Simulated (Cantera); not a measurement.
A closed system holds: 1 mol PbO, 2.1 mol H2, held at 775 K and 0.570 bar.

These are equilibrium values from Cantera (NASA tables, ideal gas, pure condensed phases), not measurements of a reactor. Candidate condensed phases: H2O, Pb, PbO, PbO2, Pb3O4; 12 gas species. Rates play no part.

Base state: H2 0.524, H2O 0.476 (mole fractions); condensed: Pb(l).

Q: What changes in the equilibrium state with this change: 0.99 mol CO2 added?

A: 
```json
[
 {"species": "H2O", "before": "0.476", "after": "0.427"},
 {"species": "CO2", "before": "0", "after": "0.280"},
 {"species": "H2", "before": "0.524", "after": "0.235"},
 {"species": "CO", "before": "0", "after": "0.0305"},
 {"species": "CH4", "before": "0", "after": "0.0276"},
 {"species": "Pb(l), mol", "before": "1.00", "after": "1.00"}
]
```
Further candidate phases: C, C6H6, C7H8, C8H18.

Q: What changes in the equilibrium state with this change: temperature from 775 K to 1298 K?

A: 
```tsv
species	before	after
H2	0.524	0.521
H2O	0.476	0.474
Pb	4.37e-8	0.00449
Pb(l), mol	1.00	0.991
```
